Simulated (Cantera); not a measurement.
A closed system holds: 1 mol Fe(CO)5, 2.8 mol H2, held at 1075 K and 0.280 bar.

Equilibrium computed with Cantera from the NASA thermochemical tables; the gas is ideal and each condensed phase is pure. Candidate condensed phases: C, C6H6, C7H8, C8H18, Fe, Fe(CO)5, FeO, Fe(OH)2, Fe(OH)3, Fe2O3, Fe3O4, H2O; 114 gas species. Condensed phases not in the tables: cementite and carbon dissolved in iron. Equilibrium is a limit: real reactors are often held back by kinetics, nucleation or transport.

Base state: CO 0.619, H2 0.357, CO2 0.0146, H2O 0.00782, CH4 0.00161 (mole fractions); condensed: C(graphite) + Fe(α).

What changes in the equilibrium state with this change: H2 from 2.8 to 52 mol?


```csv
species,before,after
H2,0.357,0.906
CO,0.619,0.0827
CH4,0.00161,0.00550
CO2,0.0146,0.000491
H2O,0.00782,0.00500
"C(graphite), mol",0.159,0
"Fe(α), mol",1.00,1.00
```
